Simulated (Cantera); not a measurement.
Charge: 1 mol B2O3, 0.057 mol H2O, held at 0.00240 bar.

Equilibrium computed with Cantera from the NASA thermochemical tables; the gas is ideal and each condensed phase is pure. Candidate condensed phases: B, B2O3, B3O3H3, H2O; 23 gas species. Kinetics and transport are ignored. All values below are at 2223 K.

Base state: B2O3 0.803, HBO2 0.0892, BO2 0.0509, BO 0.0433, H 0.00521, H2 0.00158, B2O2 0.00156, O 0.00154 (mole fractions); condensed: gas only.

Q: What changes in the equilibrium state with this change: pressure from 0.00240 bar to 0.100 bar?

A: 
| species | before | after |
|---|---|---|
| B2O3 | 0.803 | 0.878 |
| HBO2 | 0.0892 | 0.100 |
| BO2 | 0.0509 | 0.0109 |
| BO | 0.0433 | 0.00530 |
| O | 0.00154 | 6.48e-5 |
| O2 | 0.000582 | 4.30e-5 |
| H | 0.00521 | 0.000653 |
| OH | 0.000676 | 0.000149 |
